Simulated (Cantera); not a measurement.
# Adiabatic ignition

An adiabatic, constant-volume homogeneous reactor starts with H₂ : O₂ : N₂ = 1 : 1.52 : 8.8 (molar parts), at 1475 K and 1.40 bar.

Cantera simulation using the H2/O2 subset of GRI-Mech 3.0, which has no nitrogen chemistry; the numbers are that mechanism's predictions, not measurements.

```csv
t (s),T (K),P (bar),x H₂,x O₂,x H,x OH,x O,x H₂O
2.00e-6,1475,1.40,0.0883,0.134,2.63e-7,7.29e-8,8.58e-8,2.02e-7
5.55e-6,1475,1.40,0.0883,0.134,6.81e-6,2.05e-6,2.44e-6,9.23e-6
1.54e-5,1518,1.44,0.0462,0.112,0.0181,0.00595,0.00832,0.0303
4.28e-5,1987,1.83,0.00445,0.0881,0.00630,0.0109,0.0116,0.0779
0.000119,2177,1.98,0.00118,0.0914,0.000690,0.00694,0.00290,0.0870
0.000330,2224,2.02,0.000333,0.0929,9.98e-5,0.00391,0.000815,0.0899
0.000917,2227,2.02,0.000282,0.0930,7.80e-5,0.00361,0.000692,0.0902
0.00255,2227,2.02,0.000282,0.0930,7.80e-5,0.00361,0.000691,0.0902
0.00707,2227,2.02,0.000282,0.0930,7.80e-5,0.00361,0.000691,0.0902
0.0196,2227,2.02,0.000282,0.0930,7.80e-5,0.00361,0.000691,0.0902
0.0545,2227,2.02,0.000282,0.0930,7.80e-5,0.00361,0.000691,0.0902
0.151,2227,2.02,0.000282,0.0930,7.80e-5,0.00361,0.000691,0.0902
0.420,2227,2.02,0.000282,0.0930,7.80e-5,0.00361,0.000691,0.0902
1.17,2227,2.02,0.000282,0.0930,7.80e-5,0.00361,0.000691,0.0902
3.24,2227,2.02,0.000282,0.0930,7.80e-5,0.00361,0.000691,0.0902
9.00,2227,2.02,0.000282,0.0930,7.80e-5,0.00361,0.000691,0.0902
```
x: mole fraction; the columns are a selection and need not sum to one.

```
Property                                                              Result
---------------------------------  -----------------------------------------
time of steepest temperature rise                                    17.1 µs
temperature at 9.00 s                                                 2227 K
equilibrium temperature                                               2227 K
x(H₂) at 9.00 s                    0.000282 (gas-phase equilibrium 0.000282)
x(O₂) at 9.00 s                        0.0930 (gas-phase equilibrium 0.0930)
x(H) at 9.00 s                       7.80e-5 (gas-phase equilibrium 7.80e-5)
```
